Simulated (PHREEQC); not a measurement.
1 kg of water holding 0.044 mol NaOH and 0.062 mol NaCl is evaporated at 40 °C; the solids stay in contact with the brine. No CO2 enters from the air. Solids allowed: Halite. Others were left out.

The numbers come from PHREEQC with the Pitzer model, pitzer.dat.

### Question
Predict ionic strength, Na in solution (mol/kgw), Cl in solution (mol/kgw) at water left (kg) = 1, 0.2533.

### Answer
```tsv
water left (kg)	ionic strength	Na in solution (mol/kgw)	Cl in solution (mol/kgw)
1	0.106	0.106	0.0620
0.2533	0.418	0.418	0.245
```

Species that the database lacks are ignored. Away from 25 °C the constants follow the database's enthalpies or fits; those with neither stay at their 25 °C values.
